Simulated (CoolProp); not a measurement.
The fluid at 259.72 K and 19.2 MPa (liquid) is heated at constant pressure to 409.6 K. The same conditions are run with several fluids, on thermodynamics alone (safety and materials aside).

Model: reference Helmholtz-energy equation of state of each fluid (C3F8 (R218): Lemmon 2006; R227EA: Lemmon 2016; c-C4F8 (RC318): Platzer 1990; decamethyltetrasiloxane (MD2M): Thol 2017; R113: Marx 1992), in CoolProp. The equations of Platzer and Polt are older, rougher fits.

| fluid | heat (kJ/kg) | final phase | final density (kg/m³) |
|---|---|---|---|
| C3F8 (R218) | … | supercritical | … |
| R227EA | 173 | supercritical | 1140 |
| c-C4F8 (RC318) | … | supercritical | 1260 |
| decamethyltetrasiloxane (MD2M) | … | liquid | 780 |
| R113 | 139 | liquid | 1380 |

Q: Some entries are withheld; supply them.

A: 
- C3F8 (R218), heat (kJ/kg): 162
- C3F8 (R218), final density (kg/m³): 1110
- c-C4F8 (RC318), heat (kJ/kg): 165
- decamethyltetrasiloxane (MD2M), heat (kJ/kg): 269
